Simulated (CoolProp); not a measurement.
Vapour-liquid equilibrium of CH3F (R41) (1) + chloromethane (R40) (2) at 236.9 K; x and y are mole fractions of (1).

Computed with CoolProp (multi-fluid Helmholtz-energy mixture model, Lemmon 2006 and Thol 2014; pair parameters Bell 2016).

Problem. Give the bubble pressure and the first vapour's composition at x = 0.5, 0.575, 0.725. Is there an azeotrope?

Solution. x = 0.5: 374.8 kPa, y = 0.908; x = 0.575: 416.7 kPa, y = 0.927; x = 0.725: 498.5 kPa, y = 0.956. No azeotrope shows between x = 0.05 and 0.95.

The pair parameters rest on a limited set of measurements; away from them the model extrapolates.
